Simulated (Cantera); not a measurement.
An adiabatic, constant-pressure homogeneous reactor starts with CH4 : O2 : N2 = 1 : 1.11 : 5.44 (molar parts), at 1373 K and 2.60 bar.

Detailed kinetics in Cantera: GRI-Mech 3.0 (53 species, 325 reactions).

x: mole fraction; the columns are a selection and need not sum to one.

```
t (s)     T (K)     x CH4     x O2     x N2O   x CH2CO     x CH2
--------  -----  --------  -------  --------  --------  --------
9.00e-6    1373     0.132    0.147    <1e-12    <1e-12    <1e-12
2.35e-5    1373     0.132    0.147  2.59e-12    <1e-12    <1e-12
6.11e-5    1373     0.132    0.147  1.49e-11    <1e-12    <1e-12
0.000159   1373     0.132    0.147  6.75e-11  1.59e-11  9.47e-12
0.000415   1373     0.132    0.147  2.24e-10         ?  3.58e-11
0.00108    1376     0.132    0.147  9.36e-10         ?  8.56e-11
0.00282    1400     0.126    0.143   7.70e-9         ?   1.06e-9
0.00735    2392  3.74e-11  5.89e-6   1.04e-8    <1e-12    <1e-12
0.0192     2393  3.65e-11  5.93e-6   7.91e-9    <1e-12    <1e-12
0.0499     2393  3.63e-11  5.94e-6   7.38e-9    <1e-12    <1e-12
0.130      2393  3.63e-11  5.94e-6   7.36e-9    <1e-12    <1e-12
0.339      2393  3.63e-11  5.94e-6   7.36e-9    <1e-12    <1e-12
0.883      2393  3.63e-11  5.94e-6   7.36e-9    <1e-12    <1e-12
2.30       2393  3.63e-11  5.94e-6   7.36e-9    <1e-12    <1e-12
6.00       2393  3.63e-11  5.94e-6   7.36e-9    <1e-12    <1e-12
```

Task: Complete the blanks.

Result: 
- 0.000415, x CH2CO: 2.13e-9
- 0.00108, x CH2CO: 7.60e-8
- 0.00282, x CH2CO: 7.60e-6
